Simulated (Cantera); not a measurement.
**Moist CO burnout**

An isothermal, constant-pressure homogeneous reactor starts with CO : O₂ : H₂O : N₂ = 0.012 : 0.0035 : 0.016 : 1 (molar parts), at 975 K and 128 Torr.

Model: GRI-Mech 3.0 (53 species, 325 reactions), integrated in Cantera.

```
t (s)        x CO      x O₂   x H₂O     x HO₂       x O      x OH
--------  -------  --------  ------  --------  --------  --------
2.00e-6    0.0116   0.00339  0.0155    <1e-12    <1e-12    <1e-12
9.28e-6    0.0116   0.00339  0.0155    <1e-12    <1e-12    <1e-12
4.31e-5    0.0116   0.00339  0.0155    <1e-12    <1e-12    <1e-12
0.000200   0.0116   0.00339  0.0155    <1e-12    <1e-12    <1e-12
0.000928   0.0116   0.00339  0.0155    <1e-12  3.58e-12    <1e-12
0.00431    0.0116   0.00339  0.0155    <1e-12  1.60e-11    <1e-12
0.0200     0.0116   0.00339  0.0155  5.22e-11  1.63e-10  1.17e-11
0.0928     0.0116   0.00339  0.0155   2.67e-7   1.03e-6   9.35e-8
0.431     0.00261   2.49e-6  0.0133  3.50e-10   5.15e-7   2.90e-6
2.00      0.00205   1.38e-8  0.0127  2.09e-12   4.51e-9   2.85e-7
9.28      0.00187  4.38e-10  0.0126    <1e-12  1.51e-10   5.22e-8
43.1      0.00177  1.74e-11  0.0125    <1e-12  5.64e-12   1.01e-8
200       0.00173    <1e-12  0.0124    <1e-12    <1e-12   1.79e-9
```
x: mole fraction; the columns are a selection and need not sum to one.

Equilibrium at this temperature and pressure: CO 0.00164, O₂ <1e-12, H₂O 0.0123, HO₂ <1e-12, O <1e-12, OH 1.10e-12 (gas phase only).
